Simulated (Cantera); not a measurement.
Equilibrium for boron, boron nitride and boron oxide: B + H₂O + N₂

Charge: 1 mol B, 0.38 mol H₂O, 100 mol N₂, equilibrated at 195 Torr.

Cantera equilibrium calculation (NASA polynomials, part measured and part estimated; ideal gas, pure solids and liquids). Candidate condensed phases: B, BN, B₂O₃, B₃O₃H₃, H₂O; 39 gas species. N₂ is the only nitrogen source here; it is nearly inert below about 1500 K, so the nitride shown seldom forms there in practice. Mutual solubility and eutectic melting of coexisting phases are not modelled. The numbers say what is thermodynamically allowed, not how fast it happens.

```tsv
T (K)	log p N₂	log p H₂	log p B₂O₃	log p HBO	log p BO	log p B₂O₂	log p HBO₂	log p H	n BN(s)	n B₂O₃(l)
798	-0.59	-3.01	<-12	<-12	<-12	<-12	-9.51	<-12	0.748	0.126
898	-0.59	-3.01	<-12	-12.02	<-12	<-12	-8.22	-11.46	0.748	0.126
998	-0.59	-3.01	-11.52	-10.31	<-12	<-12	-7.21	-10.17	0.748	0.126
1098	-0.59	-3.01	-9.63	-8.91	<-12	<-12	-6.39	-9.11	0.748	0.126
1198	-0.59	-3.01	-8.06	-7.76	-11.33	-11.19	-5.72	-8.23	0.748	0.125
1298	-0.59	-3.01	-6.75	-6.79	-9.69	-9.42	-5.16	-7.47	0.749	0.124
1398	-0.59	-3.01	-5.64	-5.96	-8.29	-7.91	-4.69	-6.83	0.750	0.120
1498	-0.59	-3.02	-4.68	-5.25	-7.09	-6.60	-4.29	-6.28	0.754	0.104
1598	-0.59	-3.04	-3.85	-4.64	-6.03	-5.47	-3.94	-5.79	0.758	0.0385
1698	-0.59	-3.04	-3.64	-4.27	-5.28	-4.82	-3.99	-5.36	0.749	0
1798	-0.59	-3.05	-3.67	-4.01	-4.68	-4.39	-4.17	-4.98	0.730	0
1898	-0.59	-3.06	-3.77	-3.81	-4.18	-4.05	-4.39	-4.64	0.701	0
1998	-0.59	-3.07	-4.02	-3.68	-3.78	-3.85	-4.69	-4.33	0.665	0
```
log p: log10 of the partial pressure in bar; n: condensed amount in mol.

From 798 K to 1598 K the condensed part is BN(s) + B₂O₃(l). From 1698 K to 1998 K the condensed part is BN(s).
